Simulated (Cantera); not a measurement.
Feed: 1 mol SiC, 0.0012 mol H₂O, 1.5 mol N₂, a varied amount of O₂, held at 1598 K and 2.30 mbar.

Cantera equilibrium calculation (NASA polynomials, part measured and part estimated; ideal gas, pure solids and liquids). Candidate condensed phases: C, C₆H₆, C₇H₈, C₈H₁₈, H₂O, Si, SiC, SiO₂, Si₂N₂O, Si₃N₄; 151 gas species. Mutual solubility and eutectic melting of coexisting phases are not modelled. The tables hold silica as quartz up to 1696 K and as liquid above; real silica turns to tridymite and cristobalite and melts near 1996 K. Kinetics and transport are ignored.

log p: log10 of the partial pressure in bar; n: condensed amount in mol.

| n(O₂) (mol) | log p N₂ | log p CO | log p SiO | log p H₂ | log p H | log p CO₂ | n SiC(s) | n Si₂N₂O(s) | n SiO₂(β-quartz) |
|---|---|---|---|---|---|---|---|---|---|
| 0.064 | -2.67 | -3.91 | -4.81 | -5.76 | -7.16 | -10.53 | 0.917 | 0.0361 | 0 |
| 0.27 | -2.75 | -3.32 | -4.56 | -5.80 | -7.18 | -9.52 | 0.646 | 0.167 | 0 |
| 0.48 | -2.83 | -3.11 | -4.43 | -5.84 | -7.19 | -9.14 | 0.369 | 0.300 | 0 |
| 0.68 | -2.91 | -2.99 | -4.34 | -5.88 | -7.21 | -8.91 | 0.106 | 0.427 | 0 |
| 0.89 | -2.95 | -3.03 | -3.60 | -5.96 | -7.25 | -7.52 | 0 | ___ | ___ |
| 1.1 | -2.93 | -3.05 | -3.61 | -5.99 | -7.27 | -7.54 | 0 | ___ | ___ |
| 1.3 | -2.91 | -3.08 | -3.61 | -6.01 | -7.28 | -7.56 | 0 | 0.0355 | 0.637 |

Question: What belongs in the gaps?

Answer: 
- 0.89, n Si₂N₂O(s): 0.317
- 0.89, n SiO₂(β-quartz): 0.0979
- 1.1, n Si₂N₂O(s): 0.173
- 1.1, n SiO₂(β-quartz): 0.374
